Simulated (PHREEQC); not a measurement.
A column of 0.5 m (30 cells, dispersivity 0.025 m, 60 s a shift, diffusion coefficient 3e-10 m²/s) holds 0.0052 eq of the database's cation exchanger X per kg of pore water, first in equilibrium with 2.1 mmol/kgw MgCl2, 0.64 mmol/kgw SrCl2 and 0.01 mmol/kgw HCl. It is flushed with 0.0097 mol LiCl and 1e-05 mol HCl per kg of water, at 15 °C. Values are for the last cell. No CO2 enters from the air. Precipitation was switched off in this run.

The series has 31 steps of pore volumes, from 0 to 4.017.

Computed with PHREEQC (ion-association model, phreeqc.dat).

Question: After how many pore volumes does Li at the outlet first reach half of its feed value?

Answer: By 1.1 pore volumes.

Complexes and solids missing from the database can't appear.
